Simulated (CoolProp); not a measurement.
Vapour-liquid equilibrium of dimethyl ether (1) + chloromethane (R40) (2) at 69.35 °C; x and y are mole fractions of (1).

Computed with CoolProp (multi-fluid Helmholtz-energy mixture model, Wu 2011 and Thol 2014; pair parameters Bell 2016).

```csv
x,bubble pressure (MPa),y at the bubble point,dew pressure at overall composition x (MPa),liquid density (mol/L)
0.05,1.745,0.045,1.743,15.90
0.2,1.715,0.190,1.713,15.35
0.35,1.698,0.343,1.697,14.81
0.5,1.694,0.502,1.694,14.29
0.65,1.704,0.661,1.703,13.77
0.8,1.728,0.813,1.726,13.26
0.95,1.767,0.956,1.765,12.76
```

y crosses x between x = 0.35 and 0.5: the model has an azeotrope there.

Pair parameters are fitted to limited data, so mixtures are less certain than the pure fluids.
